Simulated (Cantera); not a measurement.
Source: NASA polynomial tables (part measured, part estimated), evaluated in Cantera. Values are per mole of reaction as written; species without (g) are pure solids or liquids, kept so even where they would boil at 1 bar.

H2O(g) + 4 Ti3O5 ⇌ 3 Ti4O7 + 2 H(g)

```
T (K)  ΔH° (kJ)  ΔS° (J/K)  ΔG° (kJ)  log10 K
-----  --------  ---------  --------  -------
300         [?]        [?]       [?]      [?]
375       301.2      120.6     256.0   -35.66
525       251.1        8.6     246.6   -24.54
675       260.3       23.9     244.2   -18.89
825         [?]        [?]       [?]      [?]
975         [?]        [?]       [?]      [?]
1125        [?]        [?]       [?]      [?]
```

What belongs in the gaps?


- 300, ΔH° (kJ): 300.9
- 300, ΔS° (J/K): 119.6
- 300, ΔG° (kJ): 265.0
- 300, log10 K: -46.15
- 825, ΔH° (kJ): 270.0
- 825, ΔS° (J/K): 36.9
- 825, ΔG° (kJ): 239.6
- 825, log10 K: -15.17
- 975, ΔH° (kJ): 278.7
- 975, ΔS° (J/K): 46.6
- 975, ΔG° (kJ): 233.3
- 975, log10 K: -12.50
- 1125, ΔH° (kJ): 285.0
- 1125, ΔS° (J/K): 52.6
- 1125, ΔG° (kJ): 225.8
- 1125, log10 K: -10.48
